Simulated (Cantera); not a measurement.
A freely propagating, adiabatic, planar premixed flame of 5.47 % CH₄, 0.312 % C₂H₆, 17.7 % O₂, 66.7 % N₂, 9.84 % H₂O, unburnt at 600 K and 10.0 bar; unity-Lewis-number transport, grid criteria slope 0.08 and curve 0.16, no radiation.

Computed with Cantera and GRI-Mech 3.0 (53 species, 325 reactions). Unity Lewis numbers drop preferential diffusion, which matters most where H2 and H carry the flame. Burning velocities carry a grid error of a few per cent, more on coarse grids.

Predict: laminar burning velocity; thermal thickness; peak x(C₂H₄); peak x(H₂); peak x(CH₂O).


| Quantity | Result |
|---|---|
| laminar burning velocity | 16.9 cm/s |
| thermal thickness | 0.153 mm |
| peak x(C₂H₄) | 0.000654 |
| peak x(H₂) | 0.00310 |
| peak x(CH₂O) | 0.000960 |
